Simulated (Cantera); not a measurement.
What does this Cantera script print?

```python
import numpy as np
import cantera as ct

gas_names = """
    H H2 N NH NH2 NH3 N2 N2H2 N2H4 Si SiH SiH2 SiH3 SiH4 SiN Si2 Si2N Si3
""".split()
cond_names = """
    Si(cr) Si(L) Si3N4(a)
""".split()


def load(file, names, dense=False):
    # The tables refer to 1 bar. Condensed volumes are neglected.
    table = {s.name: s for s in ct.Species.list_from_file(file)}
    out = []
    for n in names:
        d = dict(table[n].input_data)
        d["thermo"] = dict(d["thermo"], **{"reference-pressure": 1e5})
        if dense:
            d["equation-of-state"] = {"model": "constant-volume", "density": "1e6 g/cm^3"}
        out.append(ct.Species.from_dict(d))
    return out


gas = ct.Solution(thermo="ideal-gas", species=load("nasa_gas.yaml", gas_names))
cond = {s.name: ct.Solution(thermo="fixed-stoichiometry", species=[s], name=s.name)
        for s in load("nasa_condensed.yaml", cond_names, dense=True)}
atoms = {
    'SiH4': {'Si': 1, 'H': 4},
    'NH3': {'N': 1, 'H': 3},
    'H2': {'H': 2},
}
top_T = {'Si3N4(a)': 2400}  # K; cautious upper limits of use, not melting points


def equilibrate(T, P, feed):
    n = {}
    for name, mol in feed.items():
        for a, k in atoms[name].items():
            n[a] = n.get(a, 0.0) + k * mol
    gas.TPX = T, P, n
    mass = sum(n.values()) * gas.mean_molecular_weight
    gas.equilibrate("TP")
    valid = [c for c in cond.values() if c.min_temp <= T <= top_T.get(c.name, c.max_temp)]
    mix = ct.Mixture([(gas, mass / gas.mean_molecular_weight)] + [(c, 0.0) for c in valid])
    mix.T, mix.P = T, P
    mix.equilibrate("TP", solver="vcs", rtol=1e-11, max_steps=5000)
    return mix


results = []
feed = {'SiH4': 1, 'NH3': 0.54, 'H2': 0.59}  # mol
P = 2800  # Pa
for T in [1398, 1448, 1498, 1548, 1598, 1648, 1698, 1748, 1798, 1848, 1898, 1948, 1998, 2048]:
    mix = equilibrate(T, P, feed)
    results.append((T, P, feed, dict(zip(mix.species_names, mix.species_moles))))

top = {s: max(r[3][s] / sum(r[3][g] for g in gas_names) for r in results) for s in gas_names}
cols = sorted((s for s in top if top[s] > 1e-05), key=lambda s: -top[s])[:8]
seen = [c for c in cond_names if any(r[3].get(c, 0) > 1e-12 for r in results)]
print("log10 of partial pressures in bar; condensed amounts in mol")
print(f"{'T/K':>10s}" + "".join(f"{s[:9]:>10s}" for s in cols + seen))
for T, P, feed, n in results:
    ng = sum(n[g] for g in gas_names)
    print(f"{T:10.4g}" + "".join(f"{np.log10(max(n[s] / ng * P / 1e5, 1e-99)):10.3f}" for s in cols)
          + "".join(f"{n.get(c, 0):10.4g}" for c in seen))
```

It prints:

```
log10 of partial pressures in bar; condensed amounts in mol
       T/K        H2        N2         H        Si       SiH      SiH2      Si2N       Si2    Si(cr)     Si(L)  Si3N4(a)
      1398    -1.553    -5.261    -6.101    -9.108    -9.183    -7.990   -11.308   -12.341     0.596         0    0.1347
      1448    -1.553    -4.785    -5.812    -8.534    -8.708    -7.679   -10.569   -11.594     0.598         0     0.134
      1498    -1.554    -4.341    -5.542    -7.998    -8.265    -7.389    -9.881   -10.898    0.6033         0    0.1322
      1548    -1.555    -3.927    -5.289    -7.498    -7.852    -7.119    -9.238   -10.247    0.6166         0    0.1278
      1598    -1.557    -3.539    -5.053    -7.029    -7.466    -6.868    -8.636    -9.638    0.6482         0    0.1173
      1648    -1.564    -3.176    -4.832    -6.589    -7.106    -6.635    -8.072    -9.066    0.7195         0   0.09347
      1698    -1.577    -2.823    -4.628    -6.183    -6.779    -6.432    -7.551    -8.544         0    0.8844   0.03848
      1748    -1.587    -2.686    -4.434    -5.837    -6.506    -6.274    -7.233    -8.126         0    0.9997         0
      1798    -1.587    -2.687    -4.247    -5.511    -6.245    -6.117    -6.998    -7.732         0    0.9994         0
      1848    -1.588    -2.687    -4.069    -5.203    -5.998    -5.968    -6.776    -7.360         0    0.9988         0
      1898    -1.588    -2.687    -3.901    -4.911    -5.764    -5.828    -6.566    -7.008         0    0.9978         0
      1948    -1.589    -2.688    -3.742    -4.634    -5.543    -5.695    -6.367    -6.674         0    0.9961         0
      1998    -1.591    -2.689    -3.590    -4.371    -5.333    -5.570    -6.179    -6.358         0     0.993         0
      2048    -1.593    -2.690    -3.447    -4.122    -5.135    -5.451    -6.001    -6.057         0    0.9879         0
```

Cantera equilibrium calculation (NASA polynomials, part measured and part estimated; ideal gas, pure solids and liquids). Mutual solubility and eutectic melting of coexisting phases are not modelled. The tables' values for SiN are old estimates; treat these amounts as uncertain. Gases not in the tables: Si2H6 and higher silanes.
